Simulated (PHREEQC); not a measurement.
Model water analysis in mmol/kgw, 15 °C, pH 2.93, pe 12.7:

```csv
constituent,mmol/kgw
Na,6.8
K,0.842
Ca,3.17
Mg,0.889
Cl,4.69
S(6),6.76
O(0) (counted as O atoms),0.094
```

Valence states are taken as typed.

Computed with PHREEQC (ion-association model, wateq4f.dat).

```csv
quantity,before,after
ionic strength (mol/kgw),0.0239,0.0229
CaSO4 (mol/kgw),0.000750,0.000825
Mg+2 (mol/kgw),0.000678,0.000580
HSO4- (mol/kgw),0.000324,0.000519
MgSO4 (mol/kgw),0.000211,0.000309
NaSO4- (mol/kgw),9.48e-5,0.000101
SI of Gypsum (CaSO4:2H2O),-0.80,-0.84
SI of Halite (NaCl),-6.19,-6.25
```

Question: What was changed between the two runs?
A) Mg from 0.889 to 1.78 mmol/kgw
B) Mg from 0.889 to 0.445 mmol/kgw
C) temperature from 15 to 40 °C at the same typed pH

Answer: C, temperature from 15 to 40 °C at the same typed pH

This is a speciation only: nothing precipitates in the calculation. Away from 25 °C the constants follow the database's enthalpies or fits; those with neither stay at their 25 °C values.
